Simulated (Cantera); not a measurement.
Mixture: CH3OH : O2 : N2 = 1 : 2.03 : 10.1 (molar parts), at 1.01 bar, adiabatic and at constant volume. Ignition delay is the time to a rise of 400 K.

Computed with Cantera and GRI-Mech 3.0 (53 species, 325 reactions). GRI-Mech 3.0 was tuned for natural gas; its chemistry of methanol as a main component is partial and can be far from experiment.

### Question
Predict: delay at 1150 K; delay at 1300 K; delay at 1450 K; delay at 1600 K; delay at 1750 K; apparent activation energy between 1675 and 1825 K.

### Answer
```
Quantity                                                 Value
--------------------------------------------------  ----------
delay at 1150 K                                        25.1 ms
delay at 1300 K                                        2.36 ms
delay at 1450 K                                       0.401 ms
delay at 1600 K                                       0.105 ms
delay at 1750 K                                        36.9 µs
apparent activation energy between 1675 and 1825 K  160 kJ/mol
```
